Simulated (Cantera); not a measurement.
A perfectly stirred reactor is fed with CH₄ : H₂ : O₂ : N₂ : H₂O = 1 : 0.039 : 3.42 : 12.9 : 0.81 (molar parts), equivalence ratio 0.59, at 5.00 bar; it is adiabatic with a 800 K inlet, and is followed from long to short residence time, starting on the burning branch (τ in s: 0.36, 0.12, 0.039, 0.013, 0.0044, 0.0015, 0.00048, 0.00016, 5.4e-05, 1.8e-05).

Computed with Cantera and GRI-Mech 3.0 (53 species, 325 reactions).

**Question.** Predict: blow-out, bracketed by the residence times tried; x(CH₄) at τ = 0.360 s; x(H₂) at τ = 0.360 s; x(O₂) at τ = 0.360 s; x(H₂O₂) at τ = 0.360 s; x(CH₄) at τ = 1.50 ms; x(H₂) at τ = 1.50 ms; x(O₂) at τ = 1.50 ms; x(H₂O₂) at τ = 1.50 ms; x(C₂H₄) at τ = 1.50 ms.

**Answer.** 
```json
{
  "blow_out_bracketed_by_the_residence_times_tried": "burning at 54.0 µs, out at 18.0 µs",
  "x(CH₄) at τ = 0.360 s": "5.38e-7",
  "x(H₂) at τ = 0.360 s": "6.66e-5",
  "x(O₂) at τ = 0.360 s": "0.0766",
  "x(H₂O₂) at τ = 0.360 s": "1.71e-7",
  "x(CH₄) at τ = 1.50 ms": "5.79e-5",
  "x(H₂) at τ = 1.50 ms": "0.000348",
  "x(O₂) at τ = 1.50 ms": "0.0773",
  "x(H₂O₂) at τ = 1.50 ms": "3.80e-7",
  "x(C₂H₄) at τ = 1.50 ms": "3.96e-8"
}
```
